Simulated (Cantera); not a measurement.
Mixture: 11.2 % CH4, 18.7 % O2, 70.1 % N2, at 0.987 atm, adiabatic and at constant pressure. Ignition delay is the time to a rise of 400 K.

Detailed kinetics in Cantera: GRI-Mech 3.0 (53 species, 325 reactions).

Task: Predict: delay at 1098 K; delay at 1173 K; delay at 1248 K; delay at 1323 K; delay at 1398 K; delay at 1473 K; delay at 1548 K; apparent activation energy between 1398 and 1548 K.

Result: 
| Quantity | Result |
|---|---|
| delay at 1098 K | 0.237 s |
| delay at 1173 K | 74.9 ms |
| delay at 1248 K | 25.9 ms |
| delay at 1323 K | 9.64 ms |
| delay at 1398 K | 3.86 ms |
| delay at 1473 K | 1.67 ms |
| delay at 1548 K | 0.787 ms |
| apparent activation energy between 1398 and 1548 K | 190 kJ/mol |
